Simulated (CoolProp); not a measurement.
Computed with CoolProp (reference Helmholtz-energy equation of state, Lemmon 2006). It is a short technical equation, of lower accuracy than the large ones.

Problem. Give the vapour pressure (kPa), liquid cp (kJ/(kg K)), vapour Z, surface tension (mN/m) of saturated carbonyl sulfide at 262.9, 317.4 K.

Solution. 
```tsv
T (K)	p (kPa)	liquid cp (kJ/(kg K))	vapour Z	surface tension (mN/m)
262.9	473	1.25	0.917	13.7
317.4	2010	1.49	0.773	5.60
```

Surface tension comes from a separate correlation (Mulero 2012).
